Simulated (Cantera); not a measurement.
An adiabatic, constant-pressure homogeneous reactor starts with 5.88 % CH4, 1.12 % CO, 9.47 % O2, 83.5 % N2, equivalence ratio 1.3, at 1223 K and 383 Torr.

Detailed kinetics in Cantera: GRI-Mech 3.0 (53 species, 325 reactions).

Task: Predict: time of steepest temperature rise; temperature at 7.00 s; equilibrium temperature; x(CO) at 7.00 s; x(O2) at 7.00 s; x(H2O) at 7.00 s.

Result: 
```json
{
  "time_of_steepest_temperature_rise": "0.169 s",
  "temperature at 7.00 s": "2132 K",
  "equilibrium_temperature": "2132 K",
  "x(CO) at 7.00 s": "0.0356 (gas-phase equilibrium 0.0356)",
  "x(O2) at 7.00 s": "2.32e-5 (gas-phase equilibrium 2.32e-5)",
  "x(H2O) at 7.00 s": "0.0941 (gas-phase equilibrium 0.0941)"
}
```
